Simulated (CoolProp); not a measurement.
Methanol along the isotherm 114.55 °C: fugacity coefficient from the reference equation and from simpler models built on Tc = 240.2 °C, pc = 82.16 bar, ω = 0.565; each cubic takes its own stable root.

Values from CoolProp's reference Helmholtz-energy equation of state, de Reuck 1993.

| p (bar) | phase | reference |
|---|---|---|
| 74.7 | liquid | 0.07380 |
| 149 | liquid | 0.04105 |
| 224 | liquid | 0.03028 |
| 299 | liquid | 0.02512 |
| 373 | liquid | 0.02224 |
| 448 | liquid | 0.02046 |
| 523 | liquid | 0.01935 |
| 598 | liquid | 0.01866 |
| 672 | liquid | 0.01828 |
| 747 | liquid | 0.01811 |
| 822 | liquid | 0.01811 |

Question: How far does each simpler model (van der Waals, Redlich-Kwong, Soave-Redlich-Kwong) lie from the reference over these 11 states: mean and median of the absolute difference, and the worst?

Answer: 
- van der Waals: mean 612.2 %, median 587.7 %, worst +977.9 % at 114.55 °C and 822 bar
- Redlich-Kwong: mean 196.7 %, median 195.6 %, worst +257.5 % at 114.55 °C and 822 bar
- Soave-Redlich-Kwong: mean 29.1 %, median 28.4 %, worst +51.5 % at 114.55 °C and 822 bar
